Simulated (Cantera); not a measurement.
Cantera run:

```python
import numpy as np
import cantera as ct

gas_names = """
    AL ALCL ALCL2 ALCL3 ALH ALO ALOCL ALOH ALO2 ALO2H AL2 AL2CL6 AL2O AL2O2 CL CLO CL2 H HALO HCL HOCL
    HO2 H2 H2O H2O2 O OH O2 O3
""".split()
cond_names = """
    AL(cr) AL(L) ALCL3(s) ALCL3(L) AL2O3(a) AL2O3(L) H2O(s) H2O(L)
""".split()


# ... load() reads the species with a 1 bar reference pressure and builds the phases ...
atoms = {
    'Al2O3': {'AL': 2, 'O': 3},
    'HCl': {'H': 1, 'CL': 1},
}
top_T = {}  # K; cautious upper limits of use, not melting points


# ... equilibrate(T, P, feed) seeds the gas with the atoms and calls Mixture.equilibrate('TP', solver="vcs", rtol=1e-11, max_steps=5000) ...
results = []
feed = {'Al2O3': 1, 'HCl': 57}  # mol
P = 17000  # Pa
for T in [600, 700, 800, 900, 1000, 1100, 1200, 1300, 1400, 1500, 1600, 1700, 1800, 1900]:
    mix = equilibrate(T, P, feed)
    results.append((T, P, feed, dict(zip(mix.species_names, mix.species_moles))))

top = {s: max(r[3][s] / sum(r[3][g] for g in gas_names) for r in results) for s in gas_names}
cols = sorted((s for s in top if top[s] > 1e-05), key=lambda s: -top[s])[:9]
seen = [c for c in cond_names if any(r[3].get(c, 0) > 1e-12 for r in results)]
print("log10 of partial pressures in bar; condensed amounts in mol")
print(f"{'T/K':>10s}" + "".join(f"{s[:9]:>10s}" for s in cols + seen))
for T, P, feed, n in results:
    ng = sum(n[g] for g in gas_names)
    print(f"{T:10.4g}" + "".join(f"{np.log10(max(n[s] / ng * P / 1e5, 1e-99)):10.3f}" for s in cols)
          + "".join(f"{n.get(c, 0):10.4g}" for c in seen))
```

Output:

```
log10 of partial pressures in bar; condensed amounts in mol
       T/K       HCL        CL       H2O        H2     ALCL3       CL2         H     ALCL2        OH  AL2O3(a)
       600    -0.770   -12.358    -6.473    -9.299    -6.649    -9.299   -20.985   -24.013   -23.051         1
       700    -0.770   -10.249    -5.656    -8.137    -5.832    -8.138   -17.666   -20.011   -19.279    0.9998
       800    -0.770    -8.663    -5.047    -7.259    -5.223    -7.268   -15.168   -17.020   -16.450     0.999
       900    -0.770    -7.430    -4.577    -6.566    -4.753    -6.597   -13.215   -14.698   -14.255     0.997
      1000    -0.770    -6.449    -4.205    -5.993    -4.381    -6.076   -11.640   -12.838   -12.508     0.993
      1100    -0.770    -5.658    -3.903    -5.495    -4.079    -5.677   -10.335   -11.309   -11.093     0.986
      1200    -0.771    -5.015    -3.653    -5.045    -3.829    -5.378    -9.227   -10.022    -9.933    0.9752
      1300    -0.771    -4.485    -3.445    -4.632    -3.621    -5.157    -8.272    -8.922    -8.969    0.9599
      1400    -0.772    -4.042    -3.268    -4.255    -3.444    -4.991    -7.441    -7.971    -8.155    0.9397
      1500    -0.774    -3.665    -3.117    -3.914    -3.293    -4.862    -6.712    -7.143    -7.458    0.9147
      1600    -0.776    -3.338    -2.987    -3.608    -3.163    -4.758    -6.069    -6.418    -6.855    0.8849
      1700    -0.779    -3.052    -2.875    -3.335    -3.051    -4.672    -5.499    -5.779    -6.326    0.8508
      1800    -0.783    -2.800    -2.777    -3.091    -2.956    -4.599    -4.992    -5.214    -5.858    0.8129
      1900    -0.789    -2.575    -2.693    -2.874    -2.875    -4.536    -4.537    -4.712    -5.442    0.7717
```

Cantera equilibrium calculation (NASA polynomials, part measured and part estimated; ideal gas, pure solids and liquids). The tables' values for AlCl2 are old estimates; treat these amounts as uncertain. Condensed phases not in the tables: AlOCl.
